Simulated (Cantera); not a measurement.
## Fluorocarbon and chlorocarbon gases: C2F6 + HCl + H2

Charge: 1 mol C2F6, 0.19 mol HCl, 0.46 mol H2, at 2273.15 K and 0.480 bar.

Cantera equilibrium calculation (NASA polynomials, part measured and part estimated; ideal gas, pure solids and liquids). Candidate condensed phases: C, C6H6, C7H8, C8H18; 118 gas species. The feed counts by its element totals alone. The tables' values for C2F4 are old estimates; treat these amounts as uncertain. Gases not in the tables: C2F6 and larger saturated fluorocarbons. Rates play no part.

| Property | Result |
|---|---|
| x(HF) | 0.416 |
| x(CF4) | 0.413 |
| x(CF2) | 0.0750 |
| x(Cl) | 0.0662 |
| x(F) | 0.0155 |
| x(CF3) | 0.00908 |
| x(HCl) | 0.00268 |
| x(CClF3) | 0.00132 |
| x(Cl2) | 0.000613 |
| n(C(graphite)) | 0.679 mol |
| gas amount | 2.649 mol |
